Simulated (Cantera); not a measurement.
Cantera run:

```python
import numpy as np
import cantera as ct

gas_names = """
    H HI HO2 H2 H2O H2O2 I I2 O OH O2 O3
""".split()
cond_names = """
    H2O(s) H2O(L) I2(cr) I2(L)
""".split()


def load(file, names, dense=False):
    # The tables refer to 1 bar. Condensed volumes are neglected.
    table = {s.name: s for s in ct.Species.list_from_file(file)}
    out = []
    for n in names:
        d = dict(table[n].input_data)
        d["thermo"] = dict(d["thermo"], **{"reference-pressure": 1e5})
        if dense:
            d["equation-of-state"] = {"model": "constant-volume", "density": "1e6 g/cm^3"}
        out.append(ct.Species.from_dict(d))
    return out


gas = ct.Solution(thermo="ideal-gas", species=load("nasa_gas.yaml", gas_names))
cond = {s.name: ct.Solution(thermo="fixed-stoichiometry", species=[s], name=s.name)
        for s in load("nasa_condensed.yaml", cond_names, dense=True)}
atoms = {
    'HI': {'H': 1, 'I': 1},
    'H2O': {'H': 2, 'O': 1},
    'O2': {'O': 2},
}
top_T = {}  # K; cautious upper limits of use, not melting points


def equilibrate(T, P, feed):
    n = {}
    for name, mol in feed.items():
        for a, k in atoms[name].items():
            n[a] = n.get(a, 0.0) + k * mol
    gas.TPX = T, P, n
    mass = sum(n.values()) * gas.mean_molecular_weight
    gas.equilibrate("TP")
    valid = [c for c in cond.values() if c.min_temp <= T <= top_T.get(c.name, c.max_temp)]
    mix = ct.Mixture([(gas, mass / gas.mean_molecular_weight)] + [(c, 0.0) for c in valid])
    mix.T, mix.P = T, P
    mix.equilibrate("TP", solver="vcs", rtol=1e-11, max_steps=5000)
    return mix


results = []
feed = {'HI': 1, 'H2O': 1.5, 'O2': 0.16}  # mol
T = 2000  # K
P = 23000  # Pa
mix = equilibrate(T, P, feed)
results.append((T, P, feed, dict(zip(mix.species_names, mix.species_moles))))
print(gas.report(threshold=0.0001))
for i in range(1, mix.n_phases):
    print(f"{mix.phase(i).name:16s} {mix.phase_moles(i):12.5e} mol")
```

Output:

```
       temperature   2000 K
          pressure   23000 Pa
           density   0.074528 kg/m^3
  mean mol. weight   53.884 kg/kmol
   phase of matter   gas

                          1 kg             1 kmol
                     ---------------   ---------------
          enthalpy       -9.9588e+05       -5.3662e+07  J
   internal energy       -1.3045e+06       -7.0291e+07  J
           entropy            4952.6        2.6686e+05  J/K
    Gibbs function       -1.0901e+07       -5.8739e+08  J
 heat capacity c_p            758.64             40878  J/K
 heat capacity c_v            604.34             32564  J/K

                      mass frac. Y      mole frac. X     chem. pot. / RT
                     ---------------   ---------------   ---------------
                 H        1.4266e-05        0.00076259           -11.967
                HI          0.048503          0.020432           -32.549
                H2         0.0018923          0.050578           -23.934
               H2O            0.2045           0.61168           -43.974
                 I           0.74165            0.3149           -20.582
                I2         0.0031145        0.00066122           -41.164
                OH         0.0002907        0.00092105           -32.007
     [   +5 minor]        3.4456e-05        6.3097e-05

I2(L)             0.00000e+00 mol
```

Cantera equilibrium calculation (NASA polynomials, part measured and part estimated; ideal gas, pure solids and liquids).
